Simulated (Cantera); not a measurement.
An isothermal, constant-pressure homogeneous reactor starts with H2 : O2 : N2 = 1.1 : 1 : 1.4 (molar parts), equivalence ratio 0.55, at 1300 K and 100.0 Torr.

Detailed kinetics in Cantera: GRI-Mech 3.0 (53 species, 325 reactions). The temperature is held fixed by assumption; the heat of reaction is taken as removed at once.

x: mole fraction; the columns are a selection and need not sum to one.

| t (s) | x H2 | x O2 | x H | x H2O | x N2O | x NO2 |
|---|---|---|---|---|---|---|
| 1.00e-6 | 0.314 | 0.286 | 4.58e-9 | 7.52e-11 | <1e-12 | <1e-12 |
| 5.99e-6 | 0.314 | 0.286 | 3.23e-8 | 9.44e-9 | <1e-12 | <1e-12 |
| 3.59e-5 | 0.314 | 0.286 | 2.70e-6 | 3.16e-6 | <1e-12 | <1e-12 |
| 0.000215 | 0.0321 | 0.155 | 0.104 | 0.239 | (withheld) | 1.92e-10 |
| 0.00129 | 0.00338 | 0.152 | 0.00214 | 0.365 | (withheld) | 4.43e-9 |
| 0.00774 | 6.41e-5 | 0.152 | 5.55e-6 | 0.373 | 5.47e-8 | 4.92e-8 |
| 0.0464 | 3.94e-6 | 0.152 | 9.78e-8 | 0.373 | 5.87e-8 | 4.02e-8 |
| 0.278 | 5.24e-7 | 0.153 | 5.05e-9 | 0.373 | (withheld) | 2.87e-8 |
| 1.67 | 2.30e-7 | 0.153 | 1.48e-9 | 0.373 | (withheld) | 3.97e-8 |
| 10.0 | 2.28e-7 | 0.153 | 1.46e-9 | 0.373 | (withheld) | 3.99e-8 |

**Question.** What belongs in the gaps?

**Answer.** 
- 0.000215, x N2O: 1.16e-8
- 0.00129, x N2O: 3.53e-8
- 0.278, x N2O: 5.30e-8
- 1.67, x N2O: 2.37e-8
- 10.0, x N2O: 5.00e-9
